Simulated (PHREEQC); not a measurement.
2.6 g of hydrous ferric oxide (600 m²/g; 0.2 weak and 0.005 strong sites per Fe, Dzombak-Morel constants, diffuse double layer) in 1 kg of water with 0.3 mol/kgw of an inert sodium salt, at 25 °C; the pH is set by adding NaOH or the inert anion's acid. Oxygen alone is held at its pressure in air (log pO2 = -0.68). CO2 from the air is kept out. Nothing may precipitate in this run.

Equilibrium calculation in PHREEQC: ion-association model, wateq4f.dat.

```json
[
 {"pH": "4", "surface charge σ (C/m²)": "0.349", "surface potential ψ (mV)": "123"},
 {"pH": "4.5", "surface charge σ (C/m²)": "0.319", "surface potential ψ (mV)": "118"},
 {"pH": "5", "surface charge σ (C/m²)": "___", "surface potential ψ (mV)": "110"},
 {"pH": "5.5", "surface charge σ (C/m²)": "0.211", "surface potential ψ (mV)": "98"},
 {"pH": "6", "surface charge σ (C/m²)": "0.154", "surface potential ψ (mV)": "83"},
 {"pH": "6.5", "surface charge σ (C/m²)": "0.106", "surface potential ψ (mV)": "65"},
 {"pH": "7", "surface charge σ (C/m²)": "___", "surface potential ψ (mV)": "46"},
 {"pH": "7.5", "surface charge σ (C/m²)": "0.034", "surface potential ψ (mV)": "___"},
 {"pH": "8", "surface charge σ (C/m²)": "0.006", "surface potential ψ (mV)": "5"},
 {"pH": "8.5", "surface charge σ (C/m²)": "-0.021", "surface potential ψ (mV)": "-17"},
 {"pH": "9", "surface charge σ (C/m²)": "-0.051", "surface potential ψ (mV)": "-38"},
 {"pH": "9.5", "surface charge σ (C/m²)": "-0.087", "surface potential ψ (mV)": "-57"},
 {"pH": "10", "surface charge σ (C/m²)": "___", "surface potential ψ (mV)": "-75"},
 {"pH": "10.5", "surface charge σ (C/m²)": "-0.185", "surface potential ψ (mV)": "-91"},
 {"pH": "11", "surface charge σ (C/m²)": "-0.244", "surface potential ψ (mV)": "-105"},
 {"pH": "11.5", "surface charge σ (C/m²)": "-0.300", "surface potential ψ (mV)": "-115"},
 {"pH": "12", "surface charge σ (C/m²)": "-0.339", "surface potential ψ (mV)": "-120"}
]
```

**Question.** Fill in the missing entries.

**Answer.** 
- 5, surface charge σ (C/m²): 0.269
- 7, surface charge σ (C/m²): 0.066
- 7.5, surface potential ψ (mV): 26
- 10, surface charge σ (C/m²): -0.132
